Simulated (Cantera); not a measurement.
**Ti(OiPr)4 + O2 + H2 (titanium nitride, carbide and oxide coatings)**

Charge: 1 mol Ti(OiPr)4, 0.72 mol O2, a varied amount of H2, equilibrated at 1.00 bar.

Cantera equilibrium calculation (NASA polynomials, part measured and part estimated; ideal gas, pure solids and liquids). Candidate condensed phases: C, C6H6, C7H8, C8H18, H2O, Ti, TiC, TiO, TiO2, Ti2O3, Ti3O5, Ti4O7; 113 gas species. The feed counts by its element totals alone. Mutual solubility and eutectic melting of coexisting phases are not modelled. TiC: taken at fixed stoichiometry. Rates play no part.

Problem. Map the stable condensed phases over T = 1375, 1425, 1475, 1525, 1575, 1625, 1675, 1725, 1775, 1825, 1875, 1925, 1975, 2025 K and n(H2) in mol = 1.5, 2, 2.7, 3.7, 5.1, 7, 9.6, 13, 18, 24, 33, 46.

Solution. 
```
T in K \ n(H2) in mol
         1.5   2 2.7 3.7 5.1   7 9.6  13  18  24  33  46
   2025    A   A   A   A   A   A   A   A   A   A   A   A
   1975    A   A   A   A   A   A   A   A   A   A   A   A
   1925    A   A   A   A   A   A   A   A   A   A   A   A
   1875    A   A   A   A   A   A   A   A   A   A   A   A
   1825    A   A   A   A   A   A   A   A   A   A   A   A
   1775    A   A   A   A   A   A   A   A   A   A   A   A
   1725    A   A   A   A   A   A   A   A   A   A   A   A
   1675    A   A   A   A   A   A   A   A   A   A   A   A
   1625    A   A   A   A   A   A   A   A   A   A   A   A
   1575    A   A   A   A   A   A   A   A   A   A   A   A
   1525    A   A   A   A   A   A   A   A   A   A   A   A
   1475    B   B   B   C   C   C   C   A   A   A   A   A
   1425    B   B   B   B   B   B   B   B   B   B   C   A
   1375    B   B   B   B   B   B   B   B   B   B   B   B
```
A: C + TiC; B: C + Ti3O5; C: C + TiC + Ti3O5.
